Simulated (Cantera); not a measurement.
Input: 1 mol Fe3O4, 0.011 mol Cl2, 4 mol H2, held at 13.3 mbar.

Equilibrium computed with Cantera from the NASA thermochemical tables; the gas is ideal and each condensed phase is pure. Candidate condensed phases: Fe, FeCl2, FeCl3, FeO, Fe(OH)2, Fe(OH)3, Fe2O3, Fe3O4, H2O; 22 gas species. Mutual solubility and eutectic melting of coexisting phases are not modelled. The tables' stoichiometric FeO is somewhat more stable than real wüstite, so its field is too wide. FeO: taken at fixed stoichiometry. Kinetics and transport are ignored.

x: gas mole fraction; n: condensed amount in mol.

| T (K) | x H2 | x H2O | x HCl | x H | x FeCl2 | n FeO(s) | n Fe(γ) |
|---|---|---|---|---|---|---|---|
| 1150 | 0.745 | 0.249 | 0.00547 | 5.58e-7 | 9.66e-6 | 3.00 | 0 |
| 1175 | 0.745 | 0.249 | 0.00546 | 9.16e-7 | 1.10e-5 | 3.00 | 0 |
| 1200 | 0.745 | 0.249 | 0.00546 | 1.48e-6 | 1.24e-5 | 3.00 | 0 |
| 1225 | 0.745 | 0.249 | 0.00546 | 2.33e-6 | 1.40e-5 | 3.00 | 0 |
| 1250 | 0.745 | 0.249 | 0.00545 | 3.61e-6 | 1.56e-5 | 3.00 | 0 |
| 1275 | 0.745 | 0.249 | 0.00545 | 5.51e-6 | 1.74e-5 | 3.00 | 0 |
| 1300 | 0.745 | 0.249 | 0.00545 | 8.27e-6 | 1.92e-5 | 3.00 | 0 |
| 1325 | 0.742 | 0.252 | 0.00544 | 1.22e-5 | 2.09e-5 | 2.99 | 0.0119 |
| 1350 | 0.736 | 0.259 | 0.00544 | … | 2.23e-5 | 2.96 | … |
| 1375 | 0.729 | 0.265 | 0.00544 | 2.53e-5 | 2.38e-5 | 2.94 | 0.0636 |
| 1400 | 0.723 | 0.271 | 0.00543 | … | 2.52e-5 | 2.91 | … |
| 1425 | 0.717 | 0.277 | 0.00543 | 5.00e-5 | 2.68e-5 | 2.89 | 0.112 |

Task: Complete the blanks.

Result: 
- 1350, x H: 1.77e-5
- 1350, n Fe(γ): 0.0383
- 1400, x H: 3.58e-5
- 1400, n Fe(γ): 0.0880
